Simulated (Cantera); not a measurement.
Mixture: C3H8 : O2 : N2 = 1 : 5.43 : 20.4 (molar parts), equivalence ratio 0.92, at 71000 Pa, adiabatic and at constant pressure. Ignition delay is the time to a rise of 400 K.

Computed with Cantera and GRI-Mech 3.0 (53 species, 325 reactions). GRI-Mech 3.0 was tuned for natural gas; its chemistry of propane as a main component is partial and can be far from experiment.

Question: Predict: delay at 1273 K; delay at 1373 K; delay at 1473 K; delay at 1573 K; delay at 1673 K; delay at 1773 K; apparent activation energy between 1573 and 1773 K.

Answer: 
```
Item                                                    Result
--------------------------------------------------  ----------
delay at 1273 K                                        1.81 ms
delay at 1373 K                                       0.391 ms
delay at 1473 K                                       0.124 ms
delay at 1573 K                                        53.5 µs
delay at 1673 K                                        28.9 µs
delay at 1773 K                                        18.1 µs
apparent activation energy between 1573 and 1773 K  130 kJ/mol
```
